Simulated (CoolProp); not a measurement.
Saturation properties of n-perfluorohexane (Tc = 448.0 K, pc = 17.42 bar, ω = 0.497).

Computed with CoolProp (reference Helmholtz-energy equation of state, Gao 2022).

| T (K) | p (bar) | liquid density (kg/m³) | vapour density (kg/m³) | enthalpy of vaporisation (kJ/kg) | liquid cp (kJ/(kg K)) |
|---|---|---|---|---|---|
| 333.2 | 1.118 | 1569 | 14.62 | 83.64 | 1.103 |
| 347.8 | 1.769 | 1520 | 22.83 | 79.27 | 1.128 |
| 362.4 | 2.679 | 1468 | 34.47 | 74.53 | 1.155 |
| 377 | 3.910 | 1410 | 50.77 | 69.29 | 1.186 |
| 391.6 | 5.530 | 1345 | 73.66 | 63.35 | 1.224 |
| 406.2 | 7.620 | 1268 | 106.5 | 56.38 | 1.278 |
| 420.8 | 10.28 | 1172 | 156.6 | 47.67 | 1.375 |
| 435.4 | 13.67 | 1031 | 246.6 | 35.19 | 1.669 |

It boils at 330.3 K under 1 atm.
